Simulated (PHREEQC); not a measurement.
Metal-bearing waste water: an equilibrium model

Make-up at 25 °C: 0.059 mol/kgw Pb(NO3)2, 0.012 mol/kgw MgSO4, 0.00057 mol/kgw NaHCO3 and 0.0036 mol/kgw NaCl. Closed to the air; pH follows from the charge balance.

The numbers come from PHREEQC with the ion-association model, phreeqc.dat.

Each row changes one thing in this solution. This is a speciation only: nothing precipitates in the calculation.

```tsv
case	pH	ionic strength (mol/kgw)	NO3- (mol/kgw)	Pb+2 (mol/kgw)	PbNO3+ (mol/kgw)	Pb2OH+3 (mol/kgw)	SI of Pb(OH)2 (Pb(OH)2)
as made	5.32	0.162	0.102	0.0342	0.0159	0.000140	+0.53
NaCl left out	5.31	___	0.102	0.0349	0.0162	0.000142	___
NaHCO3 left out	4.58	0.161	0.102	0.0346	0.0161	2.59e-5	-0.95
MgSO4 left out	5.25	0.141	0.0996	0.0388	0.0184	0.000152	+0.46
Pb(NO3)2 from 0.059 to 0.0118 mol/kgw	5.90	0.0589	0.0227	0.00634	0.000904	___	+1.09
```

Question: What belongs in the gaps?

Answer: 
- NaCl left out, ionic strength (mol/kgw): 0.159
- NaCl left out, SI of Pb(OH)2 (Pb(OH)2): +0.52
- Pb(NO3)2 from 0.059 to 0.0118 mol/kgw, Pb2OH+3 (mol/kgw): 1.72e-5

Species that the database lacks are ignored. Some of these states are supersaturated (in Anglesite, Cerussite, Pb(OH)2, for instance).
